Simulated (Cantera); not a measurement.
Charge: 1 mol Si₂Cl₆, 39 mol NH₃, 50 mol N₂, equilibrated at 1800 K.

Equilibrium computed with Cantera from the NASA thermochemical tables; the gas is ideal and each condensed phase is pure. Candidate condensed phases: NH₄Cl, Si, Si₃N₄; 28 gas species. The feed counts by its element totals alone. The tables' values for SiCl, SiN are old estimates; treat these amounts as uncertain. Gases not in the tables: Si₂H₆ and higher silanes. Rates play no part.

**Question.** At 36.0 Pa, list the 6 most abundant gas species with their mole fractions, and the condensed phases.

**Answer.** N₂ 0.523, H₂ 0.418, HCl 0.0312, H 0.0122, Si 0.00772, SiCl₂ 0.00630. Condensed: gas only.
